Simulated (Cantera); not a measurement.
An isothermal, constant-pressure homogeneous reactor starts with C2H4 : H2 = 1 : 3.7 (molar parts), at 1250 K and 0.0760 atm.

Model: GRI-Mech 3.0 (53 species, 325 reactions), integrated in Cantera. GRI-Mech 3.0 was tuned for natural gas; its chemistry of ethylene as a main component is partial and can be far from experiment. GRI-Mech 3.0 stops at C3 and has no aromatics, soot or wall deposition, so with more carbon than oxygen in the feed, carbon stays in small species such as C2H2 where larger ones or solid carbon would form.

**Question.** Predict: x(C2H4) at 20.0 s; x(H2) at 20.0 s; x(C2H2) at 20.0 s; x(CH4) at 20.0 s; x(H) at 20.0 s.

**Answer.** 
```json
{
 "x(C2H4) at 20.0 s": "0.0414 (gas-phase equilibrium 0.0222)",
 "x(H2) at 20.0 s": "0.783 (gas-phase equilibrium 0.655)",
 "x(C2H2) at 20.0 s": "0.125 (gas-phase equilibrium 0.0774)",
 "x(CH4) at 20.0 s": "0.0512 (gas-phase equilibrium 0.246)",
 "x(H) at 20.0 s": "6.18e-6 (gas-phase equilibrium 1.42e-6)"
}
```
